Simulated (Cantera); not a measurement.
## Pyrogenic steam for wet oxidation

A perfectly stirred reactor is fed with H2 : O2 : N2 = 0.51 : 1 : 1.4 (molar parts), equivalence ratio 0.26, at 0.132 atm; it is held at 1423 K, and followed from long to short residence time.

Model: GRI-Mech 3.0 (53 species, 325 reactions), integrated in Cantera. The temperature is held fixed by assumption; the heat of reaction is taken as removed at once.

| τ (s) | x H2 | x O2 | x NO2 | x NO | x HO2 |
|---|---|---|---|---|---|
| 0.44 | 0.000215 | 0.280 | 1.40e-9 | 1.02e-6 | 3.54e-6 |
| 0.21 | 0.000350 | 0.280 | 9.94e-10 | 9.02e-7 | 5.18e-6 |
| 0.11 | 0.000534 | 0.279 | 7.77e-10 | 8.87e-7 | 7.03e-6 |
| 0.051 | 0.000879 | 0.279 | 6.47e-10 | 1.01e-6 | 9.70e-6 |
| 0.025 | 0.00139 | 0.278 | 6.03e-10 | 1.29e-6 | 1.25e-5 |
| 0.012 | 0.00220 | 0.277 | 5.98e-10 | 1.81e-6 | 1.55e-5 |
| 0.0060 | 0.00337 | 0.275 | 6.06e-10 | 2.57e-6 | 1.80e-5 |
| 0.0030 | 0.00507 | 0.273 | 6.07e-10 | 3.57e-6 | 2.01e-5 |
| 0.0014 | 0.00774 | 0.270 | 5.79e-10 | 4.78e-6 | 2.14e-5 |
| 0.00071 | 0.0109 | 0.266 | 5.09e-10 | 5.49e-6 | 2.18e-5 |
| 0.00035 | 0.0150 | 0.263 | 3.85e-10 | 5.24e-6 | 2.14e-5 |
x: mole fraction; the columns are a selection and need not sum to one.
